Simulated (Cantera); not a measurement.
Feed: 1 mol SiHCl3, 4.2 mol HCl, 470 mol H2, held at 101000 Pa.

Cantera equilibrium calculation (NASA polynomials, part measured and part estimated; ideal gas, pure solids and liquids). Candidate condensed phases: Si; 19 gas species. Gases not in the tables: Si2H6 and higher silanes. Kinetics and transport are ignored.

Question: Which condensed phases are stable at each of these points (T (°C)): 802, 852, 902, 952, 1002, 1052, 1102, 1152, 1202, 1252, 1302, 1352, 1402?

Answer: 
| T (°C) | condensed phases | Si condensed (%) |
|---|---|---|
| 802 | gas only | 0.0 |
| 852 | gas only | 0.0 |
| 902 | Si(s) | 19.1 |
| 952 | Si(s) | 39.3 |
| 1002 | Si(s) | 53.1 |
| 1052 | Si(s) | 60.9 |
| 1102 | Si(s) | 64.9 |
| 1152 | Si(s) | 66.7 |
| 1202 | Si(s) | 67.4 |
| 1252 | Si(s) | 67.3 |
| 1302 | Si(s) | 66.9 |
| 1352 | Si(s) | 66.3 |
| 1402 | Si(s) | 65.5 |

From 802 °C to 852 °C nothing is condensed. From 902 °C to 1402 °C the condensed part is Si(s).
